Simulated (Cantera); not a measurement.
**Dilute partial oxidation**

An isothermal, constant-pressure homogeneous reactor starts with CH2O : O2 : N2 = 0.029 : 0.015 : 1 (molar parts), equivalence ratio 1.9, at 1598 K and 5.00 bar.

Model: GRI-Mech 3.0 (53 species, 325 reactions), integrated in Cantera.

```csv
t (s),x CH2O,x O2,x CO2,x CH3,x HCO
0.000500,9.09e-10,1.84e-6,0.0105,4.27e-12,4.59e-8
0.00137,5.46e-10,2.03e-7,0.0105,1.90e-12,1.62e-8
0.00376,4.16e-10,2.40e-8,0.0105,<1e-12,5.61e-9
0.0103,3.71e-10,2.93e-9,0.0105,<1e-12,1.96e-9
0.0282,3.56e-10,4.02e-10,0.0105,<1e-12,7.40e-10
0.0774,3.50e-10,8.27e-11,0.0105,<1e-12,3.55e-10
0.212,3.48e-10,4.09e-11,0.0105,<1e-12,2.60e-10
0.581,3.47e-10,3.22e-11,0.0105,<1e-12,2.30e-10
1.59,3.47e-10,2.97e-11,0.0105,<1e-12,2.21e-10
4.37,3.47e-10,2.96e-11,0.0105,<1e-12,2.21e-10
12.0,3.47e-10,2.96e-11,0.0105,<1e-12,2.21e-10
32.8,3.47e-10,2.96e-11,0.0105,<1e-12,2.21e-10
90.0,3.47e-10,2.96e-11,0.0105,<1e-12,2.21e-10
```
x: mole fraction; the columns are a selection and need not sum to one.

Equilibrium at this temperature and pressure: CH2O 3.47e-10, O2 2.96e-11, CO2 0.0105, CH3 <1e-12, HCO 2.21e-10 (gas phase only).
